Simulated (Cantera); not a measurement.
A closed system holds: 1 mol MgO, 3.9 mol CH4, 0.31 mol H2, held at 2073 K and 133 Pa.

Method: chemical equilibrium by Gibbs-energy minimisation in Cantera with the NASA 1993 tables (ideal gas, pure condensed phases). Candidate condensed phases: C, C6H6, C7H8, C8H18, H2O, Mg, MgCO3, MgO, Mg(OH)2; 116 gas species. The tables' values for MgH are old estimates; treat these amounts as uncertain. The numbers say what is thermodynamically allowed, not how fast it happens.

Base state: H2 0.745, CO 0.0958, Mg 0.0958, H 0.0622, C2H2 (acetylene) 0.000913, MgH 4.90e-5 (mole fractions); condensed: C(graphite).

Task: What changes in the equilibrium state with this change: CH4 from 3.9 to 0.51 mol?

Result: 
| species | before | after |
|---|---|---|
| H2 | 0.745 | 0.441 |
| Mg | 0.0958 | 0.258 |
| CO | 0.0958 | 0.194 |
| H2O | 8.44e-9 | 0.0533 |
| H | 0.0622 | 0.0478 |
| CO2 | <1e-9 | 0.00484 |
| C2H2 (acetylene) | 0.000913 | <1e-9 |
| C(graphite), mol | 2.88 | 0 |
| MgO(s), mol | 0 | 0.338 |
